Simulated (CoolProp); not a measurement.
Vapour pressure (bar) of R365MFC: the reference equation beside estimates from Tc = 460.0 K, pc = 32.66 bar, ω = 0.377.

Computed with CoolProp (reference Helmholtz-energy equation of state, Lemmon 2016).

| T (K) | reference | Lee-Kesler | Redlich-Kwong | Soave-Redlich-Kwong |
|---|---|---|---|---|
| 303.5 | 0.7016 | 0.6931 | 1.698 | 0.6939 |
| 314.2 | 1.045 | 1.040 | 2.314 | 1.040 |
| 325 | 1.514 | 1.516 | 3.087 | 1.515 |
| 335.7 | 2.126 | 2.140 | 4.021 | 2.139 |
| 346.5 | 2.924 | 2.953 | 5.151 | 2.955 |
| 357.2 | 3.923 | 3.971 | 6.474 | 3.982 |
| 368 | 5.176 | 5.247 | 8.033 | 5.274 |
| 378.7 | 6.696 | 6.793 | 9.815 | 6.846 |
| 389.5 | 8.552 | 8.676 | 11.87 | 8.766 |
| 400.2 | 10.75 | 10.90 | 14.18 | 11.04 |
| 411 | 13.39 | 13.56 | 16.79 | 13.76 |
| 421.7 | 16.48 | 16.66 | 19.68 | 16.91 |
| 432.5 | 20.13 | 20.32 | 22.91 | 20.60 |

Absolute difference from the reference over all 13 rows, mean and median: Lee-Kesler 1.1 and 1.2 %, Redlich-Kwong 63.8 and 55.2 %, Soave-Redlich-Kwong 1.7 and 1.9 %.
